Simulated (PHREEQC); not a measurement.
0.049 g of hydrous ferric oxide (600 m²/g; 0.2 weak and 0.005 strong sites per Fe, Dzombak-Morel constants, diffuse double layer) in 1 kg of water with 0.05 mol/kgw of an inert sodium salt and 5.1e-07 mol/kgw NaH2PO4 and 6e-05 mol/kgw Na2SeO3, at 25 °C; the pH is set by adding NaOH or the inert anion's acid. No oxygen is let in. The system is closed to CO2. Nothing may precipitate in this run.

All values are PHREEQC results (ion-association model, wateq4f.dat), not measurements.

| pH | P sorbed (%) | Se sorbed (%) | surface charge σ (C/m²) |
|---|---|---|---|
| 3 | 99.7 | 49.6 | 0.170 |
| 3.75 | [?] | 61.8 | 0.117 |
| 4.5 | [?] | [?] | 0.081 |
| 4.88 | 99.3 | 69.3 | 0.065 |
| 5.62 | 99.0 | 67.6 | 0.040 |
| 6.38 | 98.2 | 60.4 | 0.019 |
| 7.12 | 94.4 | 49.1 | [?] |
| 7.5 | 87.9 | 41.9 | -0.003 |
| 8.25 | 53.9 | 25.4 | -0.016 |
| 9 | 16.0 | 8.8 | -0.032 |

Question: Fill in the missing entries.

Answer: 
- 3.75, P sorbed (%): 99.5
- 4.5, P sorbed (%): 99.4
- 4.5, Se sorbed (%): 68.1
- 7.12, surface charge σ (C/m²): 0.004

The database's selenite sorption wasn't checked against measurements; a fall in acid may be a fault of its surface constants. H3PO4, which wateq4f.dat lacks, is added to it with the constant of phreeqc.dat. The oxide is taken as insoluble; below pH 4 it would dissolve.
